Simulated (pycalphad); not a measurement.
CALPHAD calculation (pycalphad, COST 507 light-alloy database (1999)), 1 atm. The database dates from 1999; later assessments differ in places, in temperatures and in the compounds included. Phase fractions are per mole of atoms. Diffusion is slow at the low end, where real alloys seldom reach equilibrium.

Question: Give the equilibrium state of Hf-2.85B (at.%) at 427 °C.

Answer: HCP_A3, fraction 0.943, with <0.01 B at.%; BM, fraction 0.057, with 50.0 B at.%.

Question: Give the equilibrium state of Hf-2.85B (at.%) at 2127 °C.

Answer: BCC_A2, fraction 0.526, with 0.28 B at.%; LIQUID, fraction 0.474, with 5.7 B at.%.

Database names, with the compositions (at.%) that they take in these runs: BM: Hf 50 B 50. BCC_A2 is bcc; HCP_A3 is hcp.
